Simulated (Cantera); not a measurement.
What does this Cantera script print?

```python
import numpy as np
import cantera as ct

gas_names = """
    C CN CO CO2 C2 CCN CNC C2N2 C2O C3 C3O2 C4 C4N2 C5 Cu CuO Cu2 N NCO NO NO2 NO3 N2 N2O O O2 O3
""".split()
cond_names = """
    C(gr) Cu(cr) Cu(L) CuO(s) Cu2O(s) Cu2O(L)
""".split()


# ... load() reads the species with a 1 bar reference pressure and builds the phases ...
atoms = {
    'Cu': {'Cu': 1},
    'CO': {'C': 1, 'O': 1},
    'N2': {'N': 2},
}
top_T = {'C(gr)': 4500, 'CuO(s)': 1390}  # K; cautious upper limits of use, not melting points


# ... equilibrate(T, P, feed) seeds the gas with the atoms and calls Mixture.equilibrate('TP', solver="vcs", rtol=1e-11, max_steps=5000) ...
results = []
feed = {'Cu': 1, 'CO': 1.8, 'N2': 1.1}  # mol
T = 1625  # K
P = 1000  # Pa
mix = equilibrate(T, P, feed)
results.append((T, P, feed, dict(zip(mix.species_names, mix.species_moles))))
print(gas.report(threshold=1e-05))
for i in range(1, mix.n_phases):
    print(f"{mix.phase(i).name:16s} {mix.phase_moles(i):12.5e} mol")
```

Result:

```
       temperature   1625 K
          pressure   1000 Pa
           density   0.0020883 kg/m^3
  mean mol. weight   28.215 kg/kmol
   phase of matter   gas

                          1 kg             1 kmol
                     ---------------   ---------------
          enthalpy       -8.2698e+05       -2.3333e+07  J
   internal energy       -1.3058e+06       -3.6844e+07  J
           entropy             10368        2.9253e+05  J/K
    Gibbs function       -1.7675e+07        -4.987e+08  J
 heat capacity c_p            1250.1             35272  J/K
 heat capacity c_v            955.43             26958  J/K

                      mass frac. Y      mole frac. X     chem. pot. / RT
                     ---------------   ---------------   ---------------
                CO           0.61265           0.61714           -40.285
                Cu           0.01287         0.0057144           -6.9919
                N2           0.37445           0.37714           -31.842
     [  +24 minor]        2.2599e-05        5.6281e-06

C(gr)             2.59645e-06 mol
Cu(L)             9.83305e-01 mol
Cu2O(L)           0.00000e+00 mol
```

Cantera equilibrium calculation (NASA polynomials, part measured and part estimated; ideal gas, pure solids and liquids).
